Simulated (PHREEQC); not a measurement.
A solution holds 0.0043 mol FeSO4, 1.2e-05 mol H3AsO4, 0.23 mol HCl and 0.00026 mol Na2SO4 per kg of water, at 25 °C. Closed to the air; pH follows from the charge balance.

All values are PHREEQC results (ion-association model, wateq4f.dat), not measurements.

```
quantity             before     after
-----------------  --------  --------
pH                     0.75      0.74
HSO4- (mol/kgw)     0.00389  0.000227
SO4-2 (mol/kgw)    0.000586   3.32e-5
H2AsO4- (mol/kgw)   4.62e-7   4.52e-7
```

Q: Name the change that produced these shifts.
A) FeSO4 from 0.0043 to 0.00086 mol/kgw
B) temperature from 25 to 50 °C
C) Na2SO4 replaced by ZnSO4 at the same molality
D) FeSO4 left out

A: D, FeSO4 left out

No solid was allowed to form.
